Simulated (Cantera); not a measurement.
A Cantera script and what it prints.

```python
import numpy as np
import cantera as ct

gas_names = """
    AL ALH ALN ALO ALOH ALO2 ALO2H AL2 AL2O AL2O2 H HALO HNO HNO2 HNO3 HO2 H2 H2O H2O2 N NH NH2 NH3
    NH2OH NO NO2 NO3 N2 N2H2 N2H4 N2O O OH O2 O3
""".split()
cond_names = """
    AL(cr) AL(L) ALN(s) AL2O3(a) AL2O3(L) H2O(s) H2O(L)
""".split()


# ... load() reads the species with a 1 bar reference pressure and builds the phases ...
atoms = {
    'AlN': {'AL': 1, 'N': 1},
    'H2': {'H': 2},
    'H2O': {'H': 2, 'O': 1},
}
top_T = {'ALN(s)': 2750}  # K; cautious upper limits of use, not melting points


# ... equilibrate(T, P, feed) seeds the gas with the atoms and calls Mixture.equilibrate('TP', solver="vcs", rtol=1e-11, max_steps=5000) ...
results = []
feed = {'AlN': 1, 'H2': 1, 'H2O': 12}  # mol
P = 20  # Pa
for T in [725, 825, 925, 1025, 1125, 1225, 1325, 1425, 1525, 1625, 1725, 1825, 1925]:
    mix = equilibrate(T, P, feed)
    results.append((T, P, feed, dict(zip(mix.species_names, mix.species_moles))))

top = {s: max(r[3][s] / sum(r[3][g] for g in gas_names) for r in results) for s in gas_names}
cols = sorted((s for s in top if top[s] > 1e-06), key=lambda s: -top[s])[:8]
seen = [c for c in cond_names if any(r[3].get(c, 0) > 1e-12 for r in results)]
print("log10 of partial pressures in bar; condensed amounts in mol")
print(f"{'T/K':>10s}" + "".join(f"{s[:9]:>10s}" for s in cols + seen))
for T, P, feed, n in results:
    ng = sum(n[g] for g in gas_names)
    print(f"{T:10.4g}" + "".join(f"{np.log10(max(n[s] / ng * P / 1e5, 1e-99)):10.3f}" for s in cols)
          + "".join(f"{n.get(c, 0):10.4g}" for c in seen))
```

Result:

```
log10 of partial pressures in bar; condensed amounts in mol
       T/K       H2O        H2        N2         H        OH        O2         O        NO  AL2O3(a)
       725    -3.808    -4.431    -5.130   -15.245   -18.551   -28.649   -29.123   -22.815       0.5
       825    -3.808    -4.431    -5.130   -13.316   -16.060   -24.349   -24.774   -19.866       0.5
       925    -3.808    -4.431    -5.130   -11.800   -14.104   -20.968   -21.357   -17.550       0.5
      1025    -3.808    -4.431    -5.130   -10.577   -12.527   -18.239   -18.601   -15.682       0.5
      1125    -3.808    -4.431    -5.130    -9.568   -11.228   -15.989   -16.330   -14.143       0.5
      1225    -3.808    -4.431    -5.130    -8.722   -10.140   -14.103   -14.427   -12.853       0.5
      1325    -3.808    -4.431    -5.130    -8.002    -9.215   -12.498   -12.809   -11.757       0.5
      1425    -3.808    -4.432    -5.130    -7.382    -8.419   -11.116   -11.416   -10.813       0.5
      1525    -3.808    -4.432    -5.131    -6.842    -7.727    -9.913   -10.203    -9.991       0.5
      1625    -3.809    -4.434    -5.131    -6.368    -7.119    -8.855    -9.138    -9.269       0.5
      1725    -3.810    -4.438    -5.132    -5.950    -6.582    -7.916    -8.194    -8.630       0.5
      1825    -3.815    -4.444    -5.135    -5.578    -6.105    -7.080    -7.353    -8.062       0.5
      1925    -3.828    -4.449    -5.141    -5.244    -5.686    -6.348    -6.608    -7.563       0.5
```

Method: chemical equilibrium by Gibbs-energy minimisation in Cantera with the NASA 1993 tables (ideal gas, pure condensed phases).
